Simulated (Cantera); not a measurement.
Charge: 1 mol HMDSO, 0.78 mol CO₂, 1.5 mol H₂, at 1023 K and 25.0 Pa.

These are equilibrium values from Cantera (NASA tables, ideal gas, pure condensed phases), not measurements of a reactor. Candidate condensed phases: C, C₆H₆, C₇H₈, C₈H₁₈, H₂O, Si, SiC, SiO₂; 123 gas species. The feed counts by its element totals alone. Mutual solubility and eutectic melting of coexisting phases are not modelled. Equilibrium is a limit: real reactors are often held back by kinetics, nucleation or transport.

Base state: H₂ 0.999, CO 0.00114, CH₄ 1.87e-5 (mole fractions); condensed: C(graphite) + SiC(s) + SiO₂(β-quartz).

**Question.** What changes in the equilibrium state with this change: temperature from 1023 K to 648.15 K?

**Answer.** 
| species | before | after |
|---|---|---|
| H₂ | 0.999 | 0.993 |
| CH₄ | 1.87e-5 | 0.00671 |
| CO | 0.00114 | <1e-9 |
| C(graphite), mol | 6.04 | 5.99 |
| SiC(s), mol | 0.726 | 0.720 |
| SiO₂(β-quartz), mol | 1.27 | 0 |
| SiO₂(α-quartz), mol | 0 | 1.28 |
